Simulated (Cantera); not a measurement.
# Thermodynamics of calcination and drying, feed CaCO₃ + H₂O

A closed system holds: 1 mol CaCO₃, 3 mol H₂O, at 100 Torr.

Method: chemical equilibrium by Gibbs-energy minimisation in Cantera with the NASA 1993 tables (ideal gas, pure condensed phases). Candidate condensed phases: C, C₆H₆, C₇H₈, C₈H₁₈, Ca, CaCO₃, CaO, Ca(OH)₂, H₂O; 115 gas species. The numbers say what is thermodynamically allowed, not how fast it happens.

```tsv
T (°C)	log p H₂O	log p CO₂	log p CO	log p O₂	log p H₂	log p OH	log p H	log p O	n CaO(s)
950	-1.00	-1.48	-6.06	-5.89	-5.75	-6.69	-9.40	-10.34	1.00
1050	-1.00	-1.48	-5.43	-5.33	-5.22	-6.03	-8.41	-9.24	1.00
1150	-1.00	-1.48	-4.89	-4.85	-4.77	-5.46	-7.56	-8.30	1.000
1250	-1.00	-1.48	-4.43	-4.43	-4.38	-4.96	-6.82	-7.47	1.000
1350	-1.00	-1.48	-4.02	-4.06	-4.03	-4.52	-6.18	-6.75	1.000
1450	-1.00	-1.48	-3.66	-3.73	-3.73	-4.14	-5.60	-6.11	1.000
1550	-1.00	-1.48	-3.35	-3.44	-3.46	-3.80	-5.09	-5.54	1.000
1650	-1.01	-1.49	-3.07	-3.19	-3.22	-3.49	-4.63	-5.03	1.000
1750	-1.01	-1.50	-2.82	-2.96	-3.00	-3.22	-4.22	-4.58	1.000
1850	-1.02	-1.52	-2.60	-2.75	-2.80	-2.97	-3.85	-4.16	0.999
```
log p: log10 of the partial pressure in bar; n: condensed amount in mol.

From 950 °C to 1850 °C the condensed part is CaO(s).
